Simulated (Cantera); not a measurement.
# Si₂H₆ + H₂O + H₂ + O₃ (silicon oxide and oxynitride deposition)

Feed: 1 mol Si₂H₆, 10 mol H₂O, 43 mol H₂, 1.8 mol O₃, equilibrated at 0.300 bar.

Method: chemical equilibrium by Gibbs-energy minimisation in Cantera with the NASA 1993 tables (ideal gas, pure condensed phases). Candidate condensed phases: H₂O, Si, SiO₂; 18 gas species. The feed counts by its element totals alone. The tables hold silica as quartz up to 1696 K and as liquid above; real silica turns to tridymite and cristobalite and melts near 1996 K. Gases not in the tables: Si(OH)₄. Rates play no part.

At 750 K the condensed part is SiO₂(α-quartz). From 850 K to 1650 K the condensed part is SiO₂(β-quartz). From 1750 K to 1950 K the condensed part is SiO₂(condensed). At 2050 K the condensed part is SiO₂(l).

| T (K) | x H₂ | x H₂O | x H | x SiO | n SiO₂(α-quartz) | n SiO₂(β-quartz) | n SiO₂(condensed) | n SiO₂(l) |
|---|---|---|---|---|---|---|---|---|
| 750 | 0.796 | 0.204 | <1e-12 | <1e-12 | 2.00 | 0 | 0 | 0 |
| 850 | 0.796 | 0.204 | 3.34e-11 | <1e-12 | 0 | 2.00 | 0 | 0 |
| 950 | 0.796 | 0.204 | 9.06e-10 | <1e-12 | 0 | 2.00 | 0 | 0 |
| 1050 | 0.796 | 0.204 | 1.32e-8 | <1e-12 | 0 | 2.00 | 0 | 0 |
| 1150 | 0.796 | 0.204 | 1.22e-7 | <1e-12 | 0 | 2.00 | 0 | 0 |
| 1250 | 0.796 | 0.204 | 7.88e-7 | 3.64e-12 | 0 | 2.00 | 0 | 0 |
| 1350 | 0.796 | 0.204 | 3.88e-6 | 1.78e-10 | 0 | 2.00 | 0 | 0 |
| 1450 | 0.796 | 0.204 | 1.54e-5 | 5.00e-9 | 0 | 2.00 | 0 | 0 |
| 1550 | 0.796 | 0.204 | 5.13e-5 | 9.05e-8 | 0 | 2.00 | 0 | 0 |
| 1650 | 0.796 | 0.204 | 0.000148 | 1.14e-6 | 0 | 2.00 | 0 | 0 |
| 1750 | 0.796 | 0.204 | 0.000379 | 1.05e-5 | 0 | 0 | 2.00 | 0 |
| 1850 | 0.796 | 0.204 | 0.000877 | 7.37e-5 | 0 | 0 | 2.00 | 0 |
| 1950 | 0.794 | 0.204 | 0.00186 | 0.000420 | 0 | 0 | 1.98 | 0 |
| 2050 | 0.790 | 0.205 | 0.00368 | 0.00198 | 0 | 0 | 0 | 1.89 |
x: gas mole fraction; n: condensed amount in mol.
